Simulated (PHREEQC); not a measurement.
A solution holds 0.0063 mol/kgw HF, 0.0037 mol/kgw NH4HF2 and 0.003 mol/kgw H2SiF6, at 25 °C. It is in equilibrium with CO2 at log p = -3.5 (atm). Otherwise closed; pH follows from the charge balance.

Equilibrium calculation in PHREEQC: ion-association model, phreeqc.dat.

```tsv
quantity	before	after
pH	2.39	1.64
HF (mol/kgw)	0.0114	0.0132
F- (mol/kgw)	0.00209	0.000474
HF2- (mol/kgw)	9.17e-5	2.40e-5
H4SiO4 (mol/kgw)	1.08e-7	4.94e-6
SI of Quartz (SiO2)	-2.98	-1.32
```

Task: What was changed between the two runs?
A. NH4HF2 from 0.0037 to 0.0074 mol/kgw
B. 0.0034 mol/kgw NH4F added
C. H2SiF6 from 0.003 to 0.015 mol/kgw
D. HF from 0.0063 to 0.0126 mol/kgw
E. HF left out

Result: C, H2SiF6 from 0.003 to 0.015 mol/kgw

No solid was allowed to form. SiF6-2 is the database's only silicon fluoride.
